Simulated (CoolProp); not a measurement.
The numbers come from the reference Helmholtz-energy equation of state, Lemmon 2006 in CoolProp. It is a short technical equation, of lower accuracy than the large ones.

Problem. Give the vapour pressure (MPa), enthalpy of vaporisation (kJ/kg), surface tension (mN/m) of saturated nitrous oxide at 233.4, 242.3, 304.8 K.

Solution. 
```tsv
T (K)	p (MPa)	enthalpy of vaporisation (kJ/kg)	surface tension (mN/m)
233.4	0.947	311	13.1
242.3	1.28	296	11.3
304.8	6.54	106	0.460
```

Surface tension comes from a separate correlation (Mulero 2012).
